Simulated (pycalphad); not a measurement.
All values are pycalphad results on the COST 507 light-alloy database (1999) (1 atm), not direct measurements. The database dates from 1999; later assessments differ in places, in temperatures and in the compounds included. Diffusion is slow at the low end, where real alloys seldom reach equilibrium.

**Al-29.81N (wt.%): equilibrium cooling sequence**

| T (°C) | phases above | phases below |
|---|---|---|
| 2448.4 | gas | gas + liquid |
| 2434.6 | gas + liquid | ALN + liquid |
| 660.2 | ALN + liquid | ALN + fcc |

Changes were sought between steps of 75 K, so a narrower field can be missed. At the top of the range, 2627 °C, the alloy is not yet fully liquid: it holds gas.

Database names, with the compositions (at.%) that they take in these runs: ALN: Al 50 N 50.
